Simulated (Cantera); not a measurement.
Feed: 1 mol Cu2O, 2.7 mol CO, 0.24 mol N2, held at 15.8 Torr.

These are equilibrium values from Cantera (NASA tables, ideal gas, pure condensed phases), not measurements of a reactor. Candidate condensed phases: C, Cu, CuO, Cu2O; 27 gas species. Equilibrium is a limit: real reactors are often held back by kinetics, nucleation or transport.

### Question
Which condensed phases are stable at each of these points (T (K)): 1350, 1450, 1550, 1650, 1750, 1850, 1950, 2050, 2150, 2250, 2350, 2450?

### Answer
```
T (K)  condensed phases  Cu condensed (%)
-----  ----------------  ----------------
1350              Cu(s)             100.0
1450              Cu(l)             100.0
1550              Cu(l)              99.9
1650              Cu(l)              99.4
1750              Cu(l)              97.9
1850              Cu(l)              93.0
1950              Cu(l)              78.4
2050              Cu(l)              29.1
2150           gas only               0.0
2250           gas only               0.0
2350           gas only               0.0
2450           gas only               0.0
```

At 1350 K the condensed part is Cu(s). From 1450 K to 2050 K the condensed part is Cu(l). From 2150 K to 2450 K nothing is condensed.
